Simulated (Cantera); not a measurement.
An adiabatic, constant-volume homogeneous reactor starts with CH₄ : C₂H₆ : C₃H₈ : O₂ : N₂ = 1 : 0.16 : 1.1 : 16.4 : 61.8 (molar parts), at 1525 K and 1.01 bar. Integrator tolerance rtol = 1e-08.

Detailed kinetics in Cantera: GRI-Mech 3.0 (53 species, 325 reactions). GRI-Mech 3.0 was tuned for natural gas; its chemistry of propane as a main component is partial and can be far from experiment.

Q: What does this change do: constant pressure in place of constant volume?

A: 
```
quantity                                                            before                                      after
---------------------------------  ---------------------------------------  -----------------------------------------
time of steepest temperature rise                                  61.3 µs                                    66.8 µs
temperature at 0.600 s                                              2600 K                                     2435 K
equilibrium temperature                                             2600 K                                     2435 K
x(CH₄) at 0.600 s                    <1e-12 (gas-phase equilibrium <1e-12)      <1e-12 (gas-phase equilibrium <1e-12)
x(C₂H₆) at 0.600 s                   <1e-12 (gas-phase equilibrium <1e-12)      <1e-12 (gas-phase equilibrium <1e-12)
x(C₃H₈) at 0.600 s                   <1e-12 (gas-phase equilibrium <1e-12)      <1e-12 (gas-phase equilibrium <1e-12)
x(H₂O₂) at 0.600 s                 2.62e-7 (gas-phase equilibrium 2.62e-7)    1.47e-7 (gas-phase equilibrium 1.47e-7)
x(H) at 0.600 s                    0.00123 (gas-phase equilibrium 0.00123)  0.000621 (gas-phase equilibrium 0.000621)
x(CO₂) at 0.600 s                    0.0485 (gas-phase equilibrium 0.0485)      0.0518 (gas-phase equilibrium 0.0518)
```

Q: What does this change do: 6.5 parts CO2 added?

A: 
```csv
quantity,before,after
time of steepest temperature rise,61.3 µs,65.7 µs
temperature at 0.600 s,2600 K,2490 K
equilibrium temperature,2600 K,2490 K
x(CH₄) at 0.600 s,<1e-12 (gas-phase equilibrium <1e-12),<1e-12 (gas-phase equilibrium <1e-12)
x(C₂H₆) at 0.600 s,<1e-12 (gas-phase equilibrium <1e-12),<1e-12 (gas-phase equilibrium <1e-12)
x(C₃H₈) at 0.600 s,<1e-12 (gas-phase equilibrium <1e-12),<1e-12 (gas-phase equilibrium <1e-12)
x(H₂O₂) at 0.600 s,2.62e-7 (gas-phase equilibrium 2.62e-7),1.92e-7 (gas-phase equilibrium 1.92e-7)
x(H) at 0.600 s,0.00123 (gas-phase equilibrium 0.00123),0.000605 (gas-phase equilibrium 0.000605)
x(CO₂) at 0.600 s,0.0485 (gas-phase equilibrium 0.0485),0.115 (gas-phase equilibrium 0.115)
```
